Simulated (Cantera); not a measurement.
Charge: 1 mol K2CO3, 0.093 mol H2, 0.13 mol O2, at 1725 K and 4.20 bar.

These are equilibrium values from Cantera (NASA tables, ideal gas, pure condensed phases), not measurements of a reactor. Candidate condensed phases: C, C6H6, C7H8, C8H18, H2O, K, KOH, KO2, K2CO3, K2O, K2O2; 116 gas species. Equilibrium is a limit: real reactors are often held back by kinetics, nucleation or transport.

Base state: O2 0.366, H2O 0.295, KOH 0.223, CO2 0.113, K2(OH)2 0.00138, OH 0.000592, K 0.000373, KO 8.57e-5 (mole fractions); condensed: K2CO3(l).

Problem. What changes in the equilibrium state with this change: pressure from 4.20 bar to 0.100 bar?

Solution. 
```csv
species,before,after
KOH,0.223,0.332
CO2,0.113,0.267
O2,0.366,0.198
H2O,0.295,0.000874
K,0.000373,0.196
K2,3.28e-9,2.16e-5
KO,8.57e-5,0.00512
CO,8.34e-6,0.000173
K2(OH)2,0.00138,7.29e-5
OH,0.000592,7.04e-5
"K2CO3(l), mol",0.974,0.851
```

Problem. What changes in the equilibrium state with this change: temperature from 1725 K to 1648 K?

Solution. 
```tsv
species	before	after
O2	0.366	0.400
H2O	0.295	0.369
KOH	0.223	0.152
CO2	0.113	0.0772
K	0.000373	0.000118
KO	8.57e-5	3.00e-5
O	1.71e-5	7.82e-6
OH	0.000592	0.000398
K2(OH)2	0.00138	0.00119
K2CO3(l), mol	0.974	0.984
```
